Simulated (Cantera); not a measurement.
Input: 1 mol CuO, 7.7 mol C, 0.013 mol CO, at 1725 °C and 27.0 Pa.

Cantera equilibrium calculation (NASA polynomials, part measured and part estimated; ideal gas, pure solids and liquids). Candidate condensed phases: C, Cu, CuO, Cu2O; 15 gas species. Equilibrium is a limit: real reactors are often held back by kinetics, nucleation or transport.

Base state: CO 0.503, Cu 0.497, Cu2 6.47e-5 (mole fractions); condensed: C(graphite).

**Question.** What changes in the equilibrium state with this change: C from 7.7 to 0.33 mol?

**Answer.** 
```csv
species,before,after
Cu,0.497,0.645
CO2,1.77e-9,0.180
O2,<1e-9,0.119
CO,0.503,0.0413
O,<1e-9,0.0138
CuO,<1e-9,0.000392
Cu2,6.47e-5,0.000109
"C(graphite), mol",6.70,0
```
